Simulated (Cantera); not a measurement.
Cantera run, input and output.

```python
import numpy as np
import cantera as ct

gas = ct.Solution("gri30.yaml")
gas.TPX = 2000, 7100, {'NO': 5.5, 'N2': 0.23}
reactor = ct.IdealGasConstPressureReactor(gas, energy="off", clone=False)
net = ct.ReactorNet([reactor])
net.rtol, net.atol = 1e-08, 1e-18
show = ['NO', 'O', 'N2O', 'N2', 'NO2', 'O2']
times = np.geomspace(1e-06, 80, 12)

steps = ct.SolutionArray(gas, extra=["t"])
rows = []
print(f"{'t/s':>10s}{'T/K':>9s}{'P/Pa':>11s}" + "".join(f"{s:>11s}" for s in show))
for t in times:
    while net.time < t:
        t_next = net.step()
        steps.append(gas.state, t=t_next)
    rows.append([np.interp(t, steps.t, y) for y in (steps.T, steps.P, *steps(*show).X.T)])
    print(f"{t:10.3e}{rows[-1][0]:9.1f}{rows[-1][1]:11.4g}" + "".join(f"{x:11.3e}" for x in rows[-1][2:]))
rate = np.gradient(steps.T, steps.t)
print("integrator steps:", len(steps.t))
if steps.T.max() > steps.T[0] + 200:
    print(f"time of steepest temperature rise: {steps.t[rate.argmax()]:.4e} s")
gas.TPX = 2000, 7100, {'NO': 5.5, 'N2': 0.23}
gas.equilibrate("TP")
print(f"equilibrium (TP): T = {gas.T:.1f} K  " + "  ".join(f"{s} {gas[s].X[0]:.3e}" for s in show))
```

Output:

```
       t/s      T/K       P/Pa         NO          O        N2O         N2        NO2         O2
 1.000e-06   2000.0       7100  9.599e-01  7.598e-08  7.598e-08  4.014e-02  1.565e-11  3.927e-12
 5.230e-06   2000.0       7100  9.599e-01  3.971e-07  3.972e-07  4.014e-02  4.296e-10  1.080e-10
 2.735e-05   2000.0       7100  9.599e-01  2.072e-06  2.073e-06  4.014e-02  1.158e-08  2.935e-09
 1.430e-04   2000.0       7100  9.598e-01  1.070e-05  1.073e-05  4.014e-02  3.010e-07  7.995e-08
 7.479e-04   2000.0       7100  9.597e-01  5.370e-05  5.320e-05  4.015e-02  6.398e-06  2.252e-06
 3.911e-03   2000.0       7100  9.591e-01  2.453e-04  2.099e-04  4.028e-02  5.879e-05  8.997e-05
 2.045e-02   2000.0       7100  9.555e-01  4.101e-04  3.615e-04  4.194e-02  9.677e-05  1.725e-03
 1.070e-01   2000.0       7100  9.358e-01  4.856e-04  3.414e-04  5.178e-02  1.250e-04  1.151e-02
 5.594e-01   2000.0       7100  8.296e-01  7.579e-04  2.444e-04  1.048e-01  2.098e-04  6.434e-02
 2.925e+00   2000.0       7100  3.960e-01  1.373e-03  4.639e-05  3.217e-01  2.081e-04  2.808e-01
 1.530e+01   2000.0       7100  2.956e-02  1.722e-03  3.228e-07  5.048e-01  2.015e-05  4.639e-01
 8.000e+01   2000.0       7100  9.364e-03  1.739e-03  1.132e-07  5.149e-01  6.455e-06  4.740e-01
integrator steps: 1122
equilibrium (TP): T = 2000.0 K  NO 9.339e-03  O 1.739e-03  N2O 1.131e-07  N2 5.149e-01  NO2 6.437e-06  O2 4.740e-01
```

Detailed kinetics in Cantera: GRI-Mech 3.0 (53 species, 325 reactions).
